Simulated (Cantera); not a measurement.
An isothermal, constant-pressure homogeneous reactor starts with CH3OH : O2 : N2 = 0.0064 : 0.0035 : 1 (molar parts), at 1450 K and 1100000 Pa.

Model: GRI-Mech 3.0 (53 species, 325 reactions), integrated in Cantera. GRI-Mech 3.0 was tuned for natural gas; its chemistry of methanol as a main component is partial and can be far from experiment.

One state of this run: x CH3OH = 5.31e-11; x O2 = 2.67e-10; x CO2 = 0.000974; x CH2 = <1e-12; x HCO = 3.96e-11. x: mole fraction; the columns are a selection and need not sum to one.

Task: Which value of t (s) does it belong to?
A) 6.02e-6
B) 1.10
C) 0.0405
D) 0.000494

Result: C, 0.0405
